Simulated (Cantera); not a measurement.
Equilibrium for abatement and gas-phase synthesis: SO2 + H2

Charge: 1 mol SO2, 0.15 mol H2, equilibrated at 2650 K and 2100000 Pa.

Cantera equilibrium calculation (NASA polynomials, part measured and part estimated; ideal gas, pure solids and liquids). Candidate condensed phases: H2O, H2SO4, S; 19 gas species. Equilibrium is a limit: real reactors are often held back by kinetics, nucleation or transport.

```yaml
x(SO2): 0.779
x(H2O): 0.118
x(SO): 0.0728
x(H2): 0.0103
x(S2): 0.00862
x(OH): 0.00289
x(S2O): 0.00228
x(SH): 0.00199
x(S): 0.00161
gas_amount: 1.139 mol
log10 activity of S(l) (absent): -2.18
```
